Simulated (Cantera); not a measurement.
Standard-state values (1 bar) from the NASA 1993 polynomials, evaluated with Cantera. Values are per mole of reaction as written; species without (g) are pure solids or liquids, kept so even where they would boil at 1 bar.

2 Pb + O₂(g) → 2 PbO(g)

```tsv
T (K)	ΔH° (kJ)	ΔS° (J/K)	ΔG° (kJ)	log10 K	condensed phases
300	140.6	145.2	97.0	-16.89	Pb(s)
1625	105.6	97.1	-52.2	1.68	Pb(l)
1725	[?]	[?]	[?]	[?]	Pb(l)
1825	101.9	95.0	-71.4	2.04	Pb(l)
1925	100.0	94.0	-80.8	2.19	Pb(l)
2025	98.1	93.0	-90.2	2.33	Pb(l)
2125	96.1	92.0	-99.4	2.44	Pb(l)
2225	94.1	91.1	-108.6	2.55	Pb(l)
2325	92.1	90.2	-117.7	2.64	Pb(l)
2425	[?]	[?]	[?]	[?]	Pb(l)
```

What belongs in the gaps?


- 1725, ΔH° (kJ): 103.8
- 1725, ΔS° (J/K): 96.0
- 1725, ΔG° (kJ): -61.8
- 1725, log10 K: 1.87
- 2425, ΔH° (kJ): 90.0
- 2425, ΔS° (J/K): 89.3
- 2425, ΔG° (kJ): -126.6
- 2425, log10 K: 2.73
